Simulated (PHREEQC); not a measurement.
Dissolve 0.022 mol Cu(NO3)2 per kg of water at 75 °C. Closed to the air; pH follows from the charge balance.

All values are PHREEQC results (ion-association model, wateq4f.dat), not measurements.

No solid was allowed to form.

Problem. Predict the pH.

Solution. pH 3.99.

At this temperature some constants are extrapolated from 25 °C, and those without enthalpy data are left unchanged.
